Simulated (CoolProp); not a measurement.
R1234ze(Z) along the isobar 4.41 MPa: Z from the reference equation and from simpler models built on Tc = 150.1 °C, pc = 3.531 MPa, ω = 0.327; each cubic takes its own stable root.

Computed with CoolProp (reference Helmholtz-energy equation of state, Akasaka 2019).

| T (°C) | phase | reference | van der Waals | Redlich-Kwong | Soave-Redlich-Kwong | Peng-Robinson |
|---|---|---|---|---|---|---|
| 22.35 | liquid | 0.1643 | 0.3009 | 0.2104 | 0.2014 | 0.1784 |
| 32.75 | liquid | 0.1622 | 0.2959 | 0.2080 | 0.1988 | 0.1760 |
| 43.05 | liquid | 0.1604 | 0.2916 | 0.2063 | 0.1968 | 0.1742 |
| 53.35 | liquid | 0.1591 | ? | ? | 0.1955 | 0.1730 |
| 63.65 | liquid | 0.1583 | 0.2853 | 0.2047 | ? | 0.1724 |
| 73.95 | liquid | 0.1579 | 0.2833 | 0.2050 | 0.1951 | 0.1725 |
| 84.35 | liquid | 0.1581 | 0.2821 | 0.2061 | 0.1962 | 0.1735 |
| 94.65 | liquid | 0.1589 | 0.2819 | 0.2082 | 0.1983 | 0.1755 |
| 104.95 | liquid | 0.1605 | 0.2828 | 0.2116 | 0.2018 | 0.1788 |
| 115.25 | liquid | 0.1631 | 0.2851 | 0.2166 | 0.2072 | 0.1839 |
| 125.55 | liquid | 0.1674 | 0.2892 | 0.2239 | 0.2153 | 0.1915 |
| 135.85 | liquid | 0.1742 | 0.2958 | 0.2347 | 0.2278 | 0.2035 |
| 146.25 | liquid | 0.1865 | 0.3067 | 0.2522 | 0.2492 | 0.2243 |
| 156.55 | supercritical | 0.2165 | 0.3251 | ? | 0.2947 | 0.2695 |
| 166.85 | supercritical | 0.3681 | 0.3621 | 0.3678 | 0.4278 | 0.4019 |

### Question
What belongs in the gaps?

### Answer

- 53.35, van der Waals: 0.2881
- 53.35, Redlich-Kwong: 0.2052
- 63.65, Soave-Redlich-Kwong: 0.1949
- 156.55, Redlich-Kwong: 0.2845
